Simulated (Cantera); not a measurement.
What does this Cantera script print?

```python
import numpy as np
import cantera as ct

gas = ct.Solution("gri30.yaml")
gas.TPX = 675, 500000, {'C3H8': 1, 'O2': 9.8, 'N2': 36.9, 'H2': 0.058}
inlet = ct.Reservoir(gas, clone=True)
gas.equilibrate("HP")  # start burning
reactor = ct.IdealGasConstPressureReactor(gas, energy="on", clone=False)
exhaust = ct.Reservoir(gas, clone=True)
tau = [0.2, 0.086, 0.037, 0.016, 0.0068, 0.0029, 0.0013, 0.00054, 0.00023, 0.0001, 4.3e-05][0]
for a, b in ((inlet, reactor), (reactor, exhaust)):
    ct.MassFlowController(a, b, mdot=lambda t: reactor.mass / tau)
net = ct.ReactorNet([reactor])
show = ['C3H8', 'O2', 'OH', 'HO2', 'C2H4', 'H2O']

rows = []
print(f"{'tau/s':>10s}{'T/K':>9s}" + "".join(f"{s:>11s}" for s in show))
for tau in [0.2, 0.086, 0.037, 0.016, 0.0068, 0.0029, 0.0013, 0.00054, 0.00023, 0.0001, 4.3e-05]:
    net.initial_time = 0.0
    net.advance(30 * tau)
    before = gas.X
    net.advance(40 * tau)
    drift = np.max(np.abs(gas.X - before) / (gas.X + 1e-9))
    rows.append([gas.T, *gas[show].X, drift])
    print(f"{tau:10.3e}{gas.T:9.1f}" + "".join(f"{x:11.3e}" for x in gas[show].X))
```

It prints:

```
     tau/s      T/K       C3H8         O2         OH        HO2       C2H4        H2O
 2.000e-01   1839.1  1.659e-07  9.777e-02  5.110e-04  1.278e-06  8.233e-07  8.298e-02
 8.600e-02   1838.3  3.554e-07  9.779e-02  5.796e-04  1.520e-06  1.653e-06  8.294e-02
 3.700e-02   1836.8  7.289e-07  9.781e-02  6.906e-04  2.015e-06  3.113e-06  8.286e-02
 1.600e-02   1834.3  1.427e-06  9.786e-02  8.504e-04  2.959e-06  5.551e-06  8.273e-02
 6.800e-03   1830.1  2.732e-06  9.795e-02  1.069e-03  4.729e-06  9.665e-06  8.255e-02
 2.900e-03   1823.1  5.070e-06  9.815e-02  1.344e-03  7.879e-06  1.641e-05  8.227e-02
 1.300e-03   1812.3  8.928e-06  9.852e-02  1.649e-03  1.301e-05  2.672e-05  8.191e-02
 5.400e-04   1792.4  1.664e-05  9.934e-02  2.001e-03  2.286e-05  4.579e-05  8.133e-02
 2.300e-04   1758.9  3.197e-05  1.010e-01  2.270e-03  4.044e-05  8.078e-05  8.051e-02
 1.000e-04   1697.7  7.143e-05  1.047e-01  2.224e-03  7.652e-05  1.668e-04  7.920e-02
 4.300e-05    675.0  2.094e-02  2.052e-01  4.042e-21  1.463e-14  8.230e-16 -4.335e-16
```

Cantera simulation using GRI-Mech 3.0 (53 species, 325 reactions); the numbers are that mechanism's predictions, not measurements. GRI-Mech 3.0 was tuned for natural gas; its chemistry of propane as a main component is partial and can be far from experiment.
